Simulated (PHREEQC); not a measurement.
A solution holds 0.034 mol/kgw CdCl2, 0.12 mol/kgw H3BO3 and 0.0074 mol/kgw FeSO4, at 25 °C. Closed to the air; pH follows from the charge balance.

The numbers come from PHREEQC with the ion-association model, phreeqc.dat.

| quantity | before | after |
|---|---|---|
| pH | 5.08 | 5.57 |
| ionic strength (mol/kgw) | 0.0751 | 0.0106 |
| Cl- (mol/kgw) | 0.0447 | 0.00590 |
| CdCl+ (mol/kgw) | 0.0186 | 0.000867 |
| Cd+2 (mol/kgw) | 0.0109 | 0.00235 |
| Fe+2 (mol/kgw) | 0.00640 | 0.000706 |
| SI of Melanterite (FeSO4:7H2O) | -3.12 | -4.56 |

Question: What was changed between the two runs?
A. diluted 2-fold with water
B. temperature from 25 to 55 °C
C. diluted 10-fold with water
D. temperature from 25 to 50 °C
E. temperature from 25 to 65 °C

Answer: C, diluted 10-fold with water

Precipitation was switched off in this run.
